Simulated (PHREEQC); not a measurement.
## Cooling-tower water (model solution)

Model water analysis in mg/kgw, 25 °C, pH 7.35, pe 8.5:

| constituent | mg/kgw |
|---|---|
| Na | 70.2 |
| K | 0.0489 |
| Ca | 53 |
| Mg | 218 |
| Cl | 272 |
| S(6) as SO4 | 414 |
| Alkalinity as HCO3 | 491 |
| O(0) (dissolved oxygen) | 0.125 |
| Ni | 13.5 |

Na is adjusted to close the charge balance.
Valence states are taken as typed.

Equilibrium calculation in PHREEQC: ion-association model, wateq4f.dat.

No solid was allowed to form.

Q: Estimate the ionic strength.

A: ionic strength 0.0316 mol/kgw.

Q: In which forms is Mg present?

A: Mg+2 81 %, MgSO4 15 %, MgHCO3+ 3.7 % of the Mg.

Examples of supersaturated solids here: Magnesite (slow to form). Others may be too. Complexes and solids missing from the database can't appear. The database's nickel carbonate constants are estimates that later reviews lower a good deal.
